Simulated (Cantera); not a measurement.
N2O furnace oxynitridation

An isothermal, constant-pressure homogeneous reactor starts with N₂O : N₂ = 1 : 5.3 (molar parts), at 1223 K and 0.0133 bar.

Cantera simulation using GRI-Mech 3.0 (53 species, 325 reactions); the numbers are that mechanism's predictions, not measurements. GRI-Mech 3.0 was tuned for natural gas; its chemistry of N2O as a main component is partial and can be far from experiment. Radical loss at walls, strong at low pressure, is not modelled. The mechanism lacks the step 2 NO + O2 → 2 NO2, which can matter for NO2 below about 1400 K. The temperature is held fixed by assumption; the heat of reaction is taken as removed at once.

```
t (s)      x N₂O      x O      x O₂     x NO₂   x N₂      x NO
--------  ------  -------  --------  --------  -----  --------
0.000100   0.159  9.82e-8   1.69e-9    <1e-12  0.841  4.38e-10
0.000371   0.159  3.47e-7   2.25e-8    <1e-12  0.841   5.81e-9
0.00138    0.159  1.07e-6   2.74e-7    <1e-12  0.841   7.09e-8
0.00512    0.159  2.24e-6   2.56e-6    <1e-12  0.841   6.62e-7
0.0190     0.159  2.60e-6   1.46e-5  6.45e-12  0.841   3.77e-6
0.0707     0.159  2.60e-6   6.04e-5  1.08e-10  0.841   1.56e-5
0.263      0.158  2.60e-6  0.000230   1.44e-9  0.842   5.95e-5
0.976      0.157  2.60e-6  0.000857   1.48e-8  0.842  0.000221
3.62       0.151  2.60e-6   0.00313   9.48e-8  0.845  0.000808
13.5       0.132  2.60e-6    0.0108   3.94e-7  0.854   0.00280
50.0      0.0815  2.58e-6    0.0317   1.28e-6  0.879   0.00817
```
x: mole fraction; the columns are a selection and need not sum to one.

Equilibrium at this temperature and pressure: N₂O 1.30e-9, O 9.55e-8, O₂ 0.0735, NO₂ 1.55e-7, N₂ 0.926, NO 0.000150 (gas phase only).
